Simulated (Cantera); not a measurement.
**Catalytic combustion on Pt**

An isothermal plug-flow reactor at 550 K and 0.750 atm (inlet), inlet velocity 2.3 m/s, active area per volume 3400 1/m; feed H₂ : O₂ : N₂ : H₂O = 0.015 : 0.026 : 0.79 : 0.0075 (molar parts), equivalence ratio 0.29.

Model: Deutschmann's 1995 Pt surface mechanism with GRI-Mech 3.0 gas chemistry, integrated in Cantera. Catalytic surfaces can have several steady states; this one follows from the mechanism file's or the stated starting coverage. Mass transfer to the wall is taken as infinitely fast.

| z (m) | x H₂ | x O₂ | x H₂O | θ free Pt | θ O* | θ OH* |
|---|---|---|---|---|---|---|
| 3.2e-05 | 0.00766 | 0.0260 | 0.0193 | 0.458 | 0.496 | 0.0449 |
| 6.1e-05 | 0.00486 | 0.0246 | 0.0221 | 0.307 | 0.649 | 0.0430 |
| 0.00012 | 0.00273 | 0.0236 | 0.0243 | 0.180 | 0.783 | 0.0369 |
| 0.00023 | 0.00148 | 0.0230 | 0.0256 | 0.100 | 0.870 | 0.0295 |
| 0.00044 | 0.000780 | 0.0226 | 0.0263 | 0.0536 | 0.924 | 0.0224 |
| 0.00085 | 0.000404 | 0.0225 | 0.0267 | 0.0280 | 0.955 | 0.0165 |
| 0.0016 | 0.000214 | 0.0224 | 0.0269 | 0.0149 | 0.973 | 0.0122 |
| 0.0032 | 0.000107 | 0.0223 | 0.0270 | 0.00745 | 0.984 | 0.00869 |
x: gas mole fraction; θ: surface coverage.
